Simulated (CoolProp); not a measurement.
A Linde-Hampson liquefier for dry air: isothermal reversible compression at 230 K from 1 atm to 40 MPa, throttling to 1 atm, return gas leaving the recuperator 2 K below the feed. Each further row changes one setting.

Model: reference Helmholtz-energy equation of state, Lemmon 2000, in CoolProp. It is a pseudo-pure fit of the blend.

```tsv
case	liquid yield per pass	compression work (kJ/kg of gas)
as stated	0.205	384
high pressure 80 MPa	0.160	452
warm-end temperature 260 K	0.152	443
warm-end gap 7 K	0.194	384
```
